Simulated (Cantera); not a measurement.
An isothermal, constant-pressure homogeneous reactor starts with CH4 : N2 = 1 : 5 (molar parts), at 1625 K and 50000 Pa. Integrator tolerance rtol = 1e-08.

Model: GRI-Mech 3.0 (53 species, 325 reactions), integrated in Cantera. GRI-Mech 3.0 stops at C3 and has no aromatics, soot or wall deposition, so with more carbon than oxygen in the feed, carbon stays in small species such as C2H2 where larger ones or solid carbon would form.

```
quantity                                           before                                      after
----------------  ---------------------------------------  -----------------------------------------
x(CH4) at 200 s   0.00309 (gas-phase equilibrium 0.00208)   0.000101 (gas-phase equilibrium 5.73e-5)
x(CH2) at 200 s   2.90e-9 (gas-phase equilibrium 1.94e-9)    3.49e-9 (gas-phase equilibrium 1.97e-9)
x(H) at 200 s     4.60e-5 (gas-phase equilibrium 4.62e-5)  0.000285 (gas-phase equilibrium 0.000285)
x(C2H6) at 200 s  2.44e-7 (gas-phase equilibrium 1.10e-7)  2.27e-10 (gas-phase equilibrium 8.18e-11)
x(C2H) at 200 s   5.85e-8 (gas-phase equilibrium 2.58e-8)    3.64e-7 (gas-phase equilibrium 1.61e-7)
x(C2H2) at 200 s    0.0695 (gas-phase equilibrium 0.0308)      0.0714 (gas-phase equilibrium 0.0315)
x(H2) at 200 s        0.210 (gas-phase equilibrium 0.211)        0.214 (gas-phase equilibrium 0.214)
```

Q: Name the change that produced these shifts.
(A) temperature 1625 to 1550 K
(B) N2 5 to 35 parts
(C) pressure from 50000 Pa to 1330 Pa
(D) temperature 1625 to 1025 K

A: C, pressure from 50000 Pa to 1330 Pa
